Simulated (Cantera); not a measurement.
Equilibrium for hydrogen reduction and annealing atmospheres: PbO + H2 + H2O

A closed system holds: 1 mol PbO, 35 mol H2, 5.3 mol H2O, held at 1200 °C and 13300 Pa.

Cantera equilibrium calculation (NASA polynomials, part measured and part estimated; ideal gas, pure solids and liquids). Candidate condensed phases: H2O, Pb, PbO, PbO2, Pb3O4; 12 gas species. Rates play no part.

```json
{
 "x(H2)": "0.823",
 "x(H2O)": "0.153",
 "x(Pb)": "0.0242",
 "x(H)": "3.14e-5",
 "x(Pb2)": "1.46e-6",
 "x(PbO)": "1.43e-6",
 "gas_amount": "41.30 mol",
 "log10 activity of Pb(l) (absent)": "-0.77"
}
```
